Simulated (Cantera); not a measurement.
An adiabatic, constant-volume homogeneous reactor starts with 7.84 % CH4, 19.4 % O2, 72.8 % N2, at 1575 K and 1.00 atm.

Detailed kinetics in Cantera: GRI-Mech 3.0 (53 species, 325 reactions).

x: mole fraction; the columns are a selection and need not sum to one.

```json
[
 {"t (s)": "5.00e-6", "T (K)": "1575", "P (bar)": "1.01", "x CH4": "0.0784", "x O2": "0.194", "x CH3": "2.06e-6", "x N2O": "2.34e-12", "x CH2CO": "<1e-12", "x H": "3.38e-8"},
 {"t (s)": "1.64e-5", "T (K)": "1575", "P (bar)": "1.01", "x CH4": "0.0784", "x O2": "0.194", "x CH3": "7.67e-6", "x N2O": "1.82e-11", "x CH2CO": "<1e-12", "x H": "4.06e-8"},
 {"t (s)": "5.35e-5", "T (K)": "1575", "P (bar)": "1.01", "x CH4": "0.0784", "x O2": "0.194", "x CH3": "3.37e-5", "x N2O": "1.53e-10", "x CH2CO": "6.29e-12", "x H": "7.61e-8"},
 {"t (s)": "0.000175", "T (K)": "1576", "P (bar)": "1.01", "x CH4": "0.0780", "x O2": "0.193", "x CH3": "…", "x N2O": "…", "x CH2CO": "…", "x H": "…"},
 {"t (s)": "0.000572", "T (K)": "2804", "P (bar)": "1.89", "x CH4": "<1e-12", "x O2": "…", "x CH3": "<1e-12", "x N2O": "…", "x CH2CO": "<1e-12", "x H": "…"},
 {"t (s)": "0.00187", "T (K)": "2852", "P (bar)": "1.91", "x CH4": "<1e-12", "x O2": "0.0403", "x CH3": "<1e-12", "x N2O": "1.15e-6", "x CH2CO": "<1e-12", "x H": "0.00778"},
 {"t (s)": "0.00612", "T (K)": "2850", "P (bar)": "1.91", "x CH4": "<1e-12", "x O2": "0.0399", "x CH3": "<1e-12", "x N2O": "1.17e-6", "x CH2CO": "<1e-12", "x H": "0.00775"},
 {"t (s)": "0.0200", "T (K)": "2850", "P (bar)": "1.91", "x CH4": "<1e-12", "x O2": "0.0399", "x CH3": "<1e-12", "x N2O": "1.17e-6", "x CH2CO": "<1e-12", "x H": "0.00775"},
 {"t (s)": "0.0654", "T (K)": "2850", "P (bar)": "1.91", "x CH4": "<1e-12", "x O2": "0.0399", "x CH3": "<1e-12", "x N2O": "1.17e-6", "x CH2CO": "<1e-12", "x H": "0.00775"},
 {"t (s)": "0.214", "T (K)": "2850", "P (bar)": "1.91", "x CH4": "<1e-12", "x O2": "0.0399", "x CH3": "<1e-12", "x N2O": "1.17e-6", "x CH2CO": "<1e-12", "x H": "0.00775"},
 {"t (s)": "0.700", "T (K)": "2850", "P (bar)": "1.91", "x CH4": "<1e-12", "x O2": "0.0399", "x CH3": "<1e-12", "x N2O": "1.17e-6", "x CH2CO": "<1e-12", "x H": "0.00775"}
]
```

Q: Fill in the missing entries.

A: 
- 0.000175, x CH3: 0.000206
- 0.000175, x N2O: 1.07e-9
- 0.000175, x CH2CO: 1.15e-8
- 0.000175, x H: 4.52e-7
- 0.000572, x O2: 0.0472
- 0.000572, x N2O: 7.72e-7
- 0.000572, x H: 0.0101
